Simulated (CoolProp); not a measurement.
Model: reference Helmholtz-energy equation of state, Zhou 2014, in CoolProp.

Q: For cyclohexane, give the phase and the density (kg/m³), cp (kJ/(kg K)), cv (kJ/(kg K)), isothermal compressibility (1/MPa) at 620 K and 1.36 MPa.

A: 
- 620 K and 1.36 MPa: gas; density 24.2, cp 2.82, cv 2.67, isothermal compressibility 0.805
